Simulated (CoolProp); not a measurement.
Vapour-liquid equilibrium of R134a (1) + R124 (2) at 206.6 K; x and y are mole fractions of (1).

Computed with CoolProp (multi-fluid Helmholtz-energy mixture model, Tillner-Roth 1994 and de Vries 1995; pair parameters Bell 2016).

Q: Give the bubble pressure and the first vapour's composition at x = 0.05, 0.125, 0.275. Is there an azeotrope?

A: x = 0.05: 5.307 kPa, y = 0.121; x = 0.125: 5.873 kPa, y = 0.266; x = 0.275: 6.885 kPa, y = 0.474. No azeotrope shows between x = 0.05 and 0.95.

Pair parameters are fitted to limited data, so mixtures are less certain than the pure fluids.
